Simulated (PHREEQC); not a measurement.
# Nickel, zinc or cadmium bath (model solution)

Dissolve 70 mmol/kgw CdCl2, 0.099 mmol/kgw KCl and 15 mmol/kgw FeSO4 at 20 °C. Closed to the air; pH follows from the charge balance.

Equilibrium calculation in PHREEQC: ion-association model, wateq4f.dat.

Each row changes one thing in this solution. This is a speciation only: nothing precipitates in the calculation.

```csv
case,pH,ionic strength (mol/kgw),Cl- (mol/kgw),CdCl+ (mol/kgw),Cd+2 (mol/kgw),Fe+2 (mol/kgw),SI of CdOHCl (CdOHCl),SI of Melanterite (FeSO4:7H2O)
as made,5.54,0.136,0.0819,0.0414,0.0161,0.0125,-1.55,-2.63
0.068 mol/kgw H3PO4 added,1.70,0.144,0.0816,0.0420,0.0167,0.00330,-5.39,-3.35
diluted 100-fold with water,6.54,0.00251,0.00134,(withheld),0.000622,0.000148,-3.27,-5.62
temperature from 20 to 70 °C,5.25,(withheld),0.0797,0.0411,0.0156,0.0114,-1.11,-3.25
diluted 10-fold with water,6.00,0.0199,0.0113,0.00248,0.00404,(withheld),-2.25,-4.03
0.0013 mol/kgw H3PO4 added,3.09,0.136,0.0818,0.0414,0.0161,0.0118,-4.00,-2.66
```

Task: Fill in the missing entries.

Result: 
- diluted 100-fold with water, CdCl+ (mol/kgw): 6.27e-5
- temperature from 20 to 70 °C, ionic strength (mol/kgw): 0.130
- diluted 10-fold with water, Fe+2 (mol/kgw): 0.00141

Species that the database lacks are ignored. H3PO4, which wateq4f.dat lacks, is added to it with the constant of phreeqc.dat. At this temperature some constants are extrapolated from 25 °C, and those without enthalpy data are left unchanged. The database has no phosphate complexes of Cd.
